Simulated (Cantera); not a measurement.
Input: 1 mol Si3N4, 0.075 mol Si, 0.57 mol H2, equilibrated at 2525 K.

These are equilibrium values from Cantera (NASA tables, ideal gas, pure condensed phases), not measurements of a reactor. Candidate condensed phases: Si, Si3N4; 18 gas species. The tables' values for SiN are old estimates; treat these amounts as uncertain. Gases not in the tables: Si2H6 and higher silanes. The numbers say what is thermodynamically allowed, not how fast it happens.

x: gas mole fraction; n: condensed amount in mol.

| P (Pa) | x N2 | x Si | x H2 | x H | n Si(l) |
|---|---|---|---|---|---|
| 1 | 0.322 | 0.495 | 0.000425 | 0.183 | 0 |
| 7.20 | 0.323 | 0.496 | [?] | 0.178 | 0 |
| 52 | 0.327 | 0.501 | 0.0158 | 0.155 | 0 |
| 370 | 0.338 | 0.507 | 0.0463 | 0.0992 | 0 |
| 2700 | 0.578 | 0.212 | 0.133 | 0.0622 | 2.26 |
| 19000 | 0.741 | 0.0301 | 0.196 | 0.0285 | 2.98 |
| 140000 | 0.770 | [?] | 0.213 | [?] | 3.06 |
| 1000000 | 0.776 | 0.000571 | 0.219 | 0.00415 | 3.07 |

### Question
Some entries are withheld; supply them.

### Answer

- 140000, x Si: 0.00408
- 140000, x H: 0.0109
- 7.20, x H2: 0.00291
